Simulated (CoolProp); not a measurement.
Vapour-liquid equilibrium of carbon dioxide (1) + R125 (2) at 0.538 MPa; x and y are mole fractions of (1).

Computed with CoolProp (multi-fluid Helmholtz-energy mixture model, Span 1996 and Lemmon 2005; pair parameters Bell 2016).

Q: Give the bubble temperature and the first vapour's composition at x = 0.05, 0.8, 0.875. Is there an azeotrope?

A: x = 0.05: -13.6 °C, y = 0.224; x = 0.8: -51.9 °C, y = 0.949; x = 0.875: -53.3 °C, y = 0.968. No azeotrope shows between x = 0.05 and 0.95.

The pair parameters rest on a limited set of measurements; away from them the model extrapolates.
